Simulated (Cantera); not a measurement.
Cantera run, input and output.

```python
import numpy as np
import cantera as ct

gas = ct.Solution("gri30.yaml")
gas.TPX = 1323, 77000, {'CH4': 1, 'O2': 3.28, 'N2': 12.3}
reactor = ct.IdealGasReactor(gas, energy="on", clone=False)
net = ct.ReactorNet([reactor])
net.rtol, net.atol = 1e-08, 1e-16
show = ['CH4', 'O2', 'C2H2', 'CO2', 'N2O', 'CO']
times = np.geomspace(1e-06, 0.6, 15)

steps = ct.SolutionArray(gas, extra=["t"])
rows = []
print(f"{'t/s':>10s}{'T/K':>9s}{'P/Pa':>11s}" + "".join(f"{s:>11s}" for s in show))
for t in times:
    while net.time < t:
        t_next = net.step()
        steps.append(gas.state, t=t_next)
    rows.append([np.interp(t, steps.t, y) for y in (steps.T, steps.P, *steps(*show).X.T)])
    print(f"{t:10.3e}{rows[-1][0]:9.1f}{rows[-1][1]:11.4g}" + "".join(f"{x:11.3e}" for x in rows[-1][2:]))
rate = np.gradient(steps.T, steps.t)
print("integrator steps:", len(steps.t))
if steps.T.max() > steps.T[0] + 200:
    print(f"time of steepest temperature rise: {steps.t[rate.argmax()]:.4e} s")
gas.TPX = 1323, 77000, {'CH4': 1, 'O2': 3.28, 'N2': 12.3}
gas.equilibrate("UV")
print(f"equilibrium (UV): T = {gas.T:.1f} K  " + "  ".join(f"{s} {gas[s].X[0]:.3e}" for s in show))
```

Output:

```
       t/s      T/K       P/Pa        CH4         O2       C2H2        CO2        N2O         CO
 1.000e-06   1323.0    7.7e+04  6.031e-02  1.978e-01  4.750e-26  1.178e-18  5.993e-16  4.085e-17
 2.587e-06   1323.0    7.7e+04  6.031e-02  1.978e-01  4.980e-24  3.375e-17  1.854e-15  8.892e-16
 6.690e-06   1323.0    7.7e+04  6.031e-02  1.978e-01  4.783e-22  5.488e-16  6.756e-15  1.575e-14
 1.731e-05   1323.0    7.7e+04  6.031e-02  1.978e-01  3.748e-20  6.303e-15  3.002e-14  2.581e-13
 4.476e-05   1323.0    7.7e+04  6.031e-02  1.978e-01  2.349e-18  8.365e-14  1.598e-13  4.459e-12
 1.158e-04   1323.0    7.7e+04  6.031e-02  1.978e-01  1.352e-16  1.506e-12  9.437e-13  8.326e-11
 2.995e-04   1323.0    7.7e+04  6.031e-02  1.978e-01  9.303e-15  3.903e-11  5.685e-12  1.854e-09
 7.746e-04   1323.0    7.7e+04  6.030e-02  1.978e-01  1.136e-12  1.716e-09  3.089e-11  6.340e-08
 2.004e-03   1323.6  7.703e+04  6.017e-02  1.977e-01  2.787e-10  8.857e-08  1.299e-10  3.740e-06
 5.182e-03   1331.0  7.747e+04  5.899e-02  1.969e-01  4.147e-08  2.336e-06  9.158e-10  1.699e-04
 1.340e-02   2609.5   1.54e+05  1.198e-17  7.091e-02  3.475e-21  4.974e-02  9.632e-07  9.723e-03
 3.467e-02   2604.4  1.537e+05  1.167e-17  6.937e-02  3.266e-21  4.986e-02  1.002e-06  9.617e-03
 8.968e-02   2604.4  1.537e+05  1.167e-17  6.937e-02  3.266e-21  4.986e-02  1.002e-06  9.617e-03
 2.320e-01   2604.4  1.537e+05  1.167e-17  6.937e-02  3.266e-21  4.986e-02  1.002e-06  9.617e-03
 6.000e-01   2604.4  1.537e+05  1.167e-17  6.937e-02  3.266e-21  4.986e-02  1.002e-06  9.617e-03
integrator steps: 2040
time of steepest temperature rise: 8.0145e-03 s
equilibrium (UV): T = 2604.4 K  CH4 1.668e-17  O2 6.937e-02  C2H2 3.614e-21  CO2 4.986e-02  N2O 1.002e-06  CO 9.617e-03
```

Model: GRI-Mech 3.0 (53 species, 325 reactions), integrated in Cantera.
